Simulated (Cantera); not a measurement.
Input (Python, Cantera) and output of one run.

```python
import numpy as np
import cantera as ct

gas_names = """
    B BF BF2 BF3 BH BHF2 BH2 BH3 BO BOF BOF2 BO2 B2 B2O B2O2 B2O3 B3O3F3 B3O3H3 F FO FO2 F2 F2O H HBO
    HBO2 HF HOF HO2 H2 H2F2 H2O H2O2 H3B3O6 H3F3 H4F4 H5F5 H6F6 H7F7 O OH O2 O3
""".split()
cond_names = """
    B(b) B(L) B2O3(L) B3O3H3(cr) H2O(s) H2O(L)
""".split()


# ... load() reads the species with a 1 bar reference pressure and builds the phases ...
atoms = {
    'BF3': {'B': 1, 'F': 3},
    'O2': {'O': 2},
    'H2': {'H': 2},
}
top_T = {}  # K; cautious upper limits of use, not melting points


# ... equilibrate(T, P, feed) seeds the gas with the atoms and calls Mixture.equilibrate('TP', solver="vcs", rtol=1e-11, max_steps=5000) ...
results = []
feed = {'BF3': 1, 'O2': 0.65, 'H2': 0.75}  # mol
P = 1333.22  # Pa
for T in [1225, 1250, 1275, 1300, 1325, 1350, 1375]:
    mix = equilibrate(T, P, feed)
    results.append((T, P, feed, dict(zip(mix.species_names, mix.species_moles))))

top = {s: max(r[3][s] / sum(r[3][g] for g in gas_names) for r in results) for s in gas_names}
cols = sorted((s for s in top if top[s] > 0.001), key=lambda s: -top[s])[:6]
seen = [c for c in cond_names if any(r[3].get(c, 0) > 1e-12 for r in results)]
print("log10 of partial pressures in bar; condensed amounts in mol")
print(f"{'T/K':>10s}" + "".join(f"{s[:9]:>10s}" for s in cols + seen))
for T, P, feed, n in results:
    ng = sum(n[g] for g in gas_names)
    print(f"{T:10.4g}" + "".join(f"{np.log10(max(n[s] / ng * P / 1e5, 1e-99)):10.3f}" for s in cols)
          + "".join(f"{n.get(c, 0):10.4g}" for c in seen))
```

Output:

```
log10 of partial pressures in bar; condensed amounts in mol
       T/K        HF       BF3       BOF       H2O        O2    B3O3F3   B2O3(L)
      1225    -2.297    -2.434    -3.335    -2.709    -2.782    -3.311    0.0284
      1250    -2.292    -2.452    -3.183    -2.730    -2.788    -3.321   0.01971
      1275    -2.291    -2.473    -3.038    -2.752    -2.795    -3.336  0.006549
      1300    -2.286    -2.495    -2.916    -2.783    -2.803    -3.400         0
      1325    -2.277    -2.517    -2.817    -2.823    -2.812    -3.518         0
      1350    -2.268    -2.542    -2.736    -2.869    -2.821    -3.672         0
      1375    -2.257    -2.569    -2.672    -2.920    -2.829    -3.863         0
```

These are equilibrium values from Cantera (NASA tables, ideal gas, pure condensed phases), not measurements of a reactor. Gases not in the tables: H3BO3.
